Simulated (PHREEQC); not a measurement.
NH3 is added in steps, without added water, to 1 kg of water holding 59 mmol/kgw H2SO4, 2.3 mmol/kgw Al2(SO4)3 and 0.53 mmol/kgw MnSO4, at 25 °C. No oxygen is let in. CO2 from the air is kept out. Only these solids could form: Gibbsite, Pyrochroite, Basaluminite.

Base run: PHREEQC, ion-association model, wateq4f.dat. Each further column changes one thing. The table gives HSO4- (mol/kgw).

| NH3 added (mol) | base | all activity coefficients set to 1 | database phreeqc.dat | Davies equation for every ion | metal-ligand complexes left out |
|---|---|---|---|---|---|
| 0 | 0.0456 | 0.0525 | 0.0455 | 0.0451 | 0.0478 |
| 0.0225 | 0.0404 | 0.0476 | 0.0404 | 0.0398 | 0.0423 |
| 0.045 | 0.0339 | 0.0408 | … | 0.0332 | … |
| 0.05625 | 0.0299 | 0.0364 | 0.0299 | 0.0293 | 0.0311 |
| 0.07875 | 0.0206 | 0.0254 | 0.0207 | 0.0202 | 0.0213 |
| 0.1013 | 0.00948 | 0.0117 | 0.00948 | 0.00926 | 0.00974 |
| 0.1237 | 0.000110 | 0.000136 | 0.000110 | 0.000109 | … |
| 0.135 | 2.83e-8 | 3.76e-8 | … | 2.84e-8 | 2.83e-8 |
| 0.1575 | 3.52e-9 | … | 3.19e-9 | 3.53e-9 | 3.53e-9 |
| 0.18 | 1.88e-9 | 2.50e-9 | 1.70e-9 | 1.88e-9 | 1.88e-9 |

Q: Some entries are withheld; supply them.

A: 
- 0.045, database phreeqc.dat: 0.0338
- 0.045, metal-ligand complexes left out: 0.0353
- 0.1237, metal-ligand complexes left out: 0.000258
- 0.135, database phreeqc.dat: 2.56e-8
- 0.1575, all activity coefficients set to 1: 4.68e-9

 phreeqc.dat and wateq4f.dat share most of their constants, so their agreement is no independent check. Solids allowed in the column 'database phreeqc.dat': Gibbsite, Pyrochroite.
